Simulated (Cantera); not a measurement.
What does this Cantera script print?

```python
import numpy as np
import cantera as ct

gas = ct.Solution("gri30.yaml")
gas.TPX = 1175, 110000, {'N2O': 1, 'H2': 0.015, 'N2': 6.1}
reactor = ct.IdealGasConstPressureReactor(gas, energy="off", clone=False)
net = ct.ReactorNet([reactor])
net.rtol, net.atol = 1e-08, 1e-18
show = ['N2O', 'H2', 'H', 'NO2', 'OH']
times = np.geomspace(3e-05, 300, 12)

steps = ct.SolutionArray(gas, extra=["t"])
rows = []
print(f"{'t/s':>10s}{'T/K':>9s}{'P/Pa':>11s}" + "".join(f"{s:>11s}" for s in show))
for t in times:
    while net.time < t:
        t_next = net.step()
        steps.append(gas.state, t=t_next)
    rows.append([np.interp(t, steps.t, y) for y in (steps.T, steps.P, *steps(*show).X.T)])
    print(f"{t:10.3e}{rows[-1][0]:9.1f}{rows[-1][1]:11.4g}" + "".join(f"{x:11.3e}" for x in rows[-1][2:]))
rate = np.gradient(steps.T, steps.t)
print("integrator steps:", len(steps.t))
if steps.T.max() > steps.T[0] + 200:
    print(f"time of steepest temperature rise: {steps.t[rate.argmax()]:.4e} s")
gas.TPX = 1175, 110000, {'N2O': 1, 'H2': 0.015, 'N2': 6.1}
gas.equilibrate("TP")
print(f"equilibrium (TP): T = {gas.T:.1f} K  " + "  ".join(f"{s} {gas[s].X[0]:.3e}" for s in show))
```

Result:

```
       t/s      T/K       P/Pa        N2O         H2          H        NO2         OH
 3.000e-05   1175.0    1.1e+05  1.405e-01  2.108e-03  5.877e-08  1.241e-13  1.563e-07
 1.299e-04   1175.0    1.1e+05  1.405e-01  2.103e-03  4.000e-07  1.983e-11  1.394e-06
 5.621e-04   1175.0    1.1e+05  1.404e-01  2.018e-03  1.508e-06  5.528e-09  5.729e-06
 2.433e-03   1175.0    1.1e+05  1.396e-01  1.324e-03  1.818e-06  1.579e-07  1.048e-05
 1.053e-02   1175.0    1.1e+05  1.381e-01  2.429e-04  2.087e-07  2.437e-06  6.346e-06
 4.560e-02   1175.0    1.1e+05  1.358e-01  6.587e-06  5.020e-09  1.515e-05  3.246e-06
 1.974e-01   1175.0    1.1e+05  1.275e-01  1.002e-08  2.109e-09  3.092e-05  3.453e-06
 8.544e-01   1175.0    1.1e+05  9.844e-02  6.967e-09  1.571e-09  5.801e-05  3.369e-06
 3.699e+00   1175.0    1.1e+05  3.864e-02  3.189e-09  5.580e-10  9.822e-05  2.484e-06
 1.601e+01   1175.0    1.1e+05  2.182e-03  3.215e-10  1.738e-11  1.035e-04  7.515e-07
 6.930e+01   1175.0    1.1e+05  7.580e-08  5.745e-11  8.921e-13  8.653e-05  2.134e-07
 3.000e+02   1175.0    1.1e+05  2.330e-08  5.744e-11  8.918e-13  8.651e-05  2.133e-07
integrator steps: 2276
equilibrium (TP): T = 1175.0 K  N2O 7.940e-09  H2 5.560e-11  H 8.773e-13  NO2 1.083e-06  OH 2.168e-07
```

Cantera simulation using GRI-Mech 3.0 (53 species, 325 reactions); the numbers are that mechanism's predictions, not measurements. GRI-Mech 3.0 was tuned for natural gas; its chemistry of N2O as a main component is partial and can be far from experiment. The mechanism lacks the step 2 NO + O2 → 2 NO2, which can matter for NO2 below about 1400 K. The temperature is held fixed by assumption; the heat of reaction is taken as removed at once.
